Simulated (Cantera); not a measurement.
Input: 1 mol Si, 0.23 mol N₂O, 450 mol H₂, 0.082 mol CO₂, held at 15000 Pa.

Cantera equilibrium calculation (NASA polynomials, part measured and part estimated; ideal gas, pure solids and liquids). Candidate condensed phases: C, C₆H₆, C₇H₈, C₈H₁₈, H₂O, Si, SiC, SiO₂, Si₂N₂O, Si₃N₄; 151 gas species. Mutual solubility and eutectic melting of coexisting phases are not modelled. The tables hold silica as quartz up to 1696 K and as liquid above; real silica turns to tridymite and cristobalite and melts near 1996 K. Rates play no part. All values below are at 1298 K.

Base state: H₂ 1.000, SiO 4.83e-5 (mole fractions); condensed: Si(s) + SiC(s) + SiO₂(β-quartz) + Si₂N₂O(s).

**Question.** What changes in the equilibrium state with this change: Si replaced by Si₃N₄?

**Answer.** 
```tsv
species	before	after
H₂	1.000	0.999
N₂	1.26e-9	0.000827
CH₄	3.50e-6	0.000143
SiO	4.83e-5	3.03e-9
Si(s), mol	0.367	0
SiC(s), mol	0.0802	0.0171
SiO₂(β-quartz), mol	0.0709	0
Si₂N₂O(s), mol	0.230	0.394
Si₃N₄(s), mol	0	0.732
```
